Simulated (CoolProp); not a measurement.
Model: reference Helmholtz-energy equation of state, Akasaka 2015, in CoolProp.

### Question
For R245fa, give the phase and the density (kg/m³), cv (kJ/(kg K)), isothermal compressibility (1/MPa), expansivity (1/kK) at 109.45 °C and 4310 kPa; 128.55 °C and 4310 kPa; 160.45 °C and 4310 kPa.

### Answer
- 109.45 °C and 4310 kPa: liquid; density 1090, cv 1.06, isothermal compressibility 0.00992, expansivity 3.79
- 128.55 °C and 4310 kPa: liquid; density 998, cv 1.10, isothermal compressibility 0.0190, expansivity 5.38
- 160.45 °C and 4310 kPa: supercritical; density 668, cv 1.21, isothermal compressibility 0.526, expansivity 50.8
